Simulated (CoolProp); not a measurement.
cis-2-butene along the isotherm 268.7 K: fugacity coefficient from the reference equation and from simpler models built on Tc = 435.8 K, pc = 42.36 bar, ω = 0.202; each cubic takes its own stable root.

Computed with CoolProp (reference Helmholtz-energy equation of state, Lemmon 2005). It is a short technical equation, of lower accuracy than the large ones.

```json
[
 {"p (bar)": "5.78", "phase": "liquid", "reference": "0.1253"},
 {"p (bar)": "11.6", "phase": "liquid", "reference": "0.06386"},
 {"p (bar)": "17.3", "phase": "liquid", "reference": "0.04377"},
 {"p (bar)": "23.1", "phase": "liquid", "reference": "0.03352"},
 {"p (bar)": "28.9", "phase": "liquid", "reference": "0.02740"},
 {"p (bar)": "34.7", "phase": "liquid", "reference": "0.02334"},
 {"p (bar)": "40.4", "phase": "liquid", "reference": "0.02049"},
 {"p (bar)": "46.2", "phase": "liquid", "reference": "0.01832"},
 {"p (bar)": "52", "phase": "liquid", "reference": "0.01664"},
 {"p (bar)": "57.8", "phase": "liquid", "reference": "0.01531"},
 {"p (bar)": "63.5", "phase": "liquid", "reference": "0.01424"}
]
```

Problem. How far does each simpler model (Redlich-Kwong, Peng-Robinson) lie from the reference over these 11 states: mean and median of the absolute difference, and the worst?

Solution. 
- Redlich-Kwong: mean 58.0 %, median 58.0 %, worst +59.8 % at 268.7 K and 63.5 bar
- Peng-Robinson: mean 1.1 %, median 1.1 %, worst +1.6 % at 268.7 K and 5.78 bar
